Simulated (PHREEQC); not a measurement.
0.46 g of hydrous ferric oxide (600 m²/g; 0.2 weak and 0.005 strong sites per Fe, Dzombak-Morel constants, diffuse double layer) in 1 kg of water with 0.3 mol/kgw of an inert sodium salt and 5.4e-05 mol/kgw NiCl2, at 25 °C; the pH is set by adding NaOH or the inert anion's acid. Oxygen alone is held at its pressure in air (log pO2 = -0.68). The system is closed to CO2. Precipitation was switched off in this run.

Model: ion-association model, wateq4f.dat, run in PHREEQC.

```csv
pH,Ni sorbed (%),surface charge σ (C/m²),surface potential ψ (mV)
3,0.0,0.368,126
4,0.0,0.349,123
4.5,0.1,0.318,118
5.5,4.7,0.211,98
6,20.4,0.155,83
7,72.3,0.070,49
8,98.9,0.011,9
8.5,99.8,-0.016,-12
9.5,100.0,-0.079,-53
10,100.0,-0.121,-71
11,100.0,-0.225,-101
```

The oxide is taken as insoluble; below pH 4 it would dissolve.
